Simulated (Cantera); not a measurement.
Input (Python, Cantera):

```python
import numpy as np
import cantera as ct

surf = ct.Interface("ptcombust.yaml", "Pt_surf")
gas = surf.adjacent["gas"]
gas.TPX = 300, 30000, {'CH4': 0.028, 'O2': 0.09, 'N2': 0.79}
jet = ct.ImpingingJet(gas=gas, width=0.097, surface=surf)
jet.inlet.mdot, jet.inlet.T, jet.inlet.X = 0.085, 300, {'CH4': 0.028, 'O2': 0.09, 'N2': 0.79}
jet.set_refine_criteria(ratio=10, slope=0.2, curve=0.3)
show, cover = ['CH4', 'O2', 'H2O', 'OH', 'CO', 'CO2'], ["PT(S)", "H(S)", "O(S)", "OH(S)", "CO(S)", "C(S)"]

rows = []
print(f"{'Ts/K':>7s}" + "".join(f"{s:>11s}" for s in show + cover) + "   (gas at the wall, coverages)")
for i, Ts in enumerate([850, 900, 950, 1000, 1050, 1100]):
    jet.surface.T = Ts
    if i == 0:
        surf.TP = Ts, 30000
        surf.coverages = "PT(S):0.5, O(S):0.5"
        surf.advance_coverages(1.0)
        jet.set_initial_guess(products="inlet")
    jet.solve(loglevel=0, auto=(i == 0))
    rows.append([*(jet.X[gas.species_index(s), -1] for s in show), *surf[cover].coverages])
    print(f"{Ts:7g}" + "".join(f"{x:11.3e}" for x in rows[-1]))
```

Result:

```
   Ts/K        CH4         O2        H2O         OH         CO        CO2      PT(S)       H(S)       O(S)      OH(S)      CO(S)       C(S)   (gas at the wall, coverages)
    850  2.030e-02  7.667e-02  1.977e-02  6.190e-09  4.945e-06  1.291e-02  1.099e-01  3.504e-08  8.881e-01  2.001e-03  1.679e-05  4.285e-08
    900  1.281e-02  6.080e-02  3.367e-02  2.354e-08  4.535e-06  2.206e-02  1.718e-01  1.277e-07  8.257e-01  2.513e-03  1.357e-05  4.824e-08
    950  7.735e-03  5.011e-02  4.298e-02  6.753e-08  3.827e-06  2.824e-02  2.413e-01  3.349e-07  7.561e-01  2.628e-03  9.092e-06  4.350e-08
   1000  4.928e-03  4.422e-02  4.807e-02  1.759e-07  3.318e-06  3.163e-02  3.123e-01  7.103e-07  6.852e-01  2.504e-03  5.802e-06  3.625e-08
   1050  3.370e-03  4.099e-02  5.082e-02  4.082e-07  3.015e-06  3.347e-02  3.822e-01  1.321e-06  6.155e-01  2.284e-03  3.760e-06  2.992e-08
   1100  2.452e-03  3.914e-02  5.238e-02  8.699e-07  2.883e-06  3.450e-02  4.499e-01  2.249e-06  5.481e-01  2.037e-03  2.529e-06  2.506e-08
```

Computed with Cantera and Deutschmann's 1995 Pt surface mechanism with GRI-Mech 3.0 gas chemistry. Catalytic surfaces can have several steady states; this one follows from the mechanism file's or the stated starting coverage.
